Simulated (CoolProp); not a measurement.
C2F6 (R116) at several states: density (kg/m³) from the reference equation and from simpler models built on Tc = 19.9 °C, pc = 3.048 MPa, ω = 0.257; each cubic takes its own stable root.

Computed with CoolProp (reference Helmholtz-energy equation of state, Lemmon 2006). It is a short technical equation, of lower accuracy than the large ones.

| T (°C) | p (MPa) | phase | reference | van der Waals | Redlich-Kwong | Soave-Redlich-Kwong | Peng-Robinson |
|---|---|---|---|---|---|---|---|
| -76.45 | 0.337 | liquid | 1599 | 31.27 | 1473 | 1529 | 1729 |
| 145.75 | 0.691 | gas | 27.93 | 28.15 | 28.11 | 27.90 | 28.06 |
| -62.55 | 6.84 | liquid | 1571 | 1041 | 1469 | 1514 | 1706 |
| 70.45 | 0.34 | gas | 16.79 | 16.81 | 16.83 | 16.79 | 16.85 |

At some of these states van der Waals gives the other phase, because its saturation line lies elsewhere.
